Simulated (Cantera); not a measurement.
Low-pressure radical oxidation in H2/O2

An isothermal, constant-pressure homogeneous reactor starts with H2 : O2 : N2 = 0.11 : 1 : 0.52 (molar parts), equivalence ratio 0.055, at 1473 K and 0.00207 atm.

Model: the H2/O2 subset of GRI-Mech 3.0, which has no nitrogen chemistry, integrated in Cantera. Radical loss at walls, strong at low pressure, is not modelled. The temperature is held fixed by assumption; the heat of reaction is taken as removed at once.

| t (s) | x H2 | x O2 | x OH | x HO2 | x O | x H2O |
|---|---|---|---|---|---|---|
| 8.00e-5 | 0.0675 | 0.613 | 6.38e-9 | 3.18e-8 | 6.53e-9 | 8.43e-10 |
| 0.000186 | 0.0675 | 0.613 | 2.80e-8 | 7.40e-8 | 2.95e-8 | 8.94e-9 |
| 0.000433 | 0.0675 | 0.613 | 1.19e-7 | 1.72e-7 | 1.31e-7 | 8.87e-8 |
| 0.00101 | 0.0675 | 0.613 | 7.33e-7 | 3.99e-7 | 8.34e-7 | 1.05e-6 |
| 0.00234 | 0.0674 | 0.613 | 2.04e-5 | 9.09e-7 | 2.34e-5 | 3.88e-5 |
| 0.00544 | 0.0301 | 0.586 | 0.0105 | 2.48e-7 | 0.0172 | 0.0272 |
| 0.0126 | 0.00202 | 0.560 | 0.00845 | 2.55e-7 | 0.0434 | 0.0553 |
| 0.0294 | 0.00201 | 0.560 | 0.00842 | 2.54e-7 | 0.0432 | 0.0554 |
| 0.0684 | 0.00199 | 0.561 | 0.00839 | 2.54e-7 | 0.0427 | 0.0556 |
| 0.159 | 0.00195 | 0.562 | 0.00831 | 2.53e-7 | 0.0416 | 0.0559 |
| 0.370 | 0.00185 | 0.564 | 0.00812 | 2.51e-7 | 0.0392 | 0.0567 |
| 0.860 | 0.00165 | 0.568 | 0.00770 | 2.46e-7 | 0.0343 | 0.0583 |
| 2.00 | 0.00127 | 0.576 | 0.00679 | 2.30e-7 | 0.0254 | 0.0611 |
x: mole fraction; the columns are a selection and need not sum to one.

Equilibrium at this temperature and pressure: H2 2.59e-6, O2 0.600, OH 0.000313, HO2 6.26e-8, O 4.75e-5, H2O 0.0697 (gas phase only).
